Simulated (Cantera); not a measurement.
**Equilibrium for fluorocarbon and chlorocarbon gases: CF4 + HCl**

Feed: 1 mol CF4, 0.09 mol HCl, at 2725 K and 0.00450 bar.

Cantera equilibrium calculation (NASA polynomials, part measured and part estimated; ideal gas, pure solids and liquids). Candidate condensed phases: C, C6H6, C7H8, C8H18; 118 gas species. The numbers say what is thermodynamically allowed, not how fast it happens.

- x(F) = 0.818
- x(CF2) = 0.0804
- x(CF) = 0.0502
- x(Cl) = 0.0237
- x(HF) = 0.0236
- x(C3) = 0.00272
- x(C) = 0.000630
- x(C2) = 0.000261
- x(CF3) = 0.000194
- n(C(graphite)) = 0.467 mol
- gas amount = 3.797 mol
